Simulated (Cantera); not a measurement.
**Equilibrium for silicon carbide growth: SiHCl3 + C2H4 + H2**

Input: 1 mol SiHCl3, a varied amount of C2H4, 250 mol H2, held at 2150 K and 73000 Pa.

Method: chemical equilibrium by Gibbs-energy minimisation in Cantera with the NASA 1993 tables (ideal gas, pure condensed phases). Candidate condensed phases: C, C6H6, C7H8, C8H18, Si, SiC; 109 gas species. Mutual solubility and eutectic melting of coexisting phases are not modelled. The tables' values for SiCl are old estimates; treat these amounts as uncertain. Gases not in the tables: Si2H6 and higher silanes. The numbers say what is thermodynamically allowed, not how fast it happens.

| n(C2H4) (mol) | x H2 | x HCl | x H | x Si | n Si(l) | n SiC(s) |
|---|---|---|---|---|---|---|
| 0.034 | 0.983 | 0.0113 | 0.00489 | 0.000307 | 0.692 | 0.0507 |
| 0.096 | 0.983 | 0.0113 | 0.00489 | 0.000307 | 0.568 | 0.175 |
| 0.16 | 0.983 | 0.0112 | 0.00489 | 0.000307 | 0.440 | 0.303 |
| 0.22 | 0.983 | 0.0112 | 0.00489 | 0.000307 | 0.320 | 0.423 |
| 0.28 | 0.983 | 0.0112 | 0.00489 | 0.000307 | 0.200 | 0.543 |
| 0.35 | 0.983 | 0.0112 | 0.00489 | 0.000307 | 0.0601 | 0.683 |
| 0.41 | 0.983 | 0.0113 | 0.00489 | 0.000242 | 0 | 0.797 |
| 0.47 | 0.983 | 0.0115 | 0.00489 | 0.000136 | 0 | 0.885 |
x: gas mole fraction; n: condensed amount in mol.

From 0.034 mol C2H4 to 0.35 mol C2H4 the condensed part is Si(l) + SiC(s). From 0.41 mol C2H4 to 0.47 mol C2H4 the condensed part is SiC(s). The main Si-bearing gas is Si throughout.
